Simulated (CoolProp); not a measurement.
R1336mzz(Z) along the isobar 4.23 MPa: Z from the reference equation and from simpler models built on Tc = 171.3 °C, pc = 2.904 MPa, ω = 0.386; each cubic takes its own stable root.

The numbers come from the reference Helmholtz-energy equation of state, McLinden 2020 in CoolProp.

```tsv
T (°C)	phase	reference	van der Waals	Peng-Robinson
69.05	liquid	0.1931	0.3333	0.1994
83.35	liquid	0.1916	0.3286	0.1984
97.75	liquid	0.1910	0.3253	0.1988
112.05	liquid	0.1916	0.3235	0.2010
126.45	liquid	0.1937	0.3236	0.2055
140.75	liquid	0.1979	0.3258	0.2134
155.15	liquid	0.2055	0.3310	0.2268
169.45	liquid	0.2200	0.3403	0.2507
183.85	supercritical	0.2557	0.3565	0.3018
198.15	supercritical	0.3790	0.3854	0.4154
212.55	supercritical	0.5151	0.4397	0.5292
226.85	supercritical	0.5994	0.5157	0.6070
```
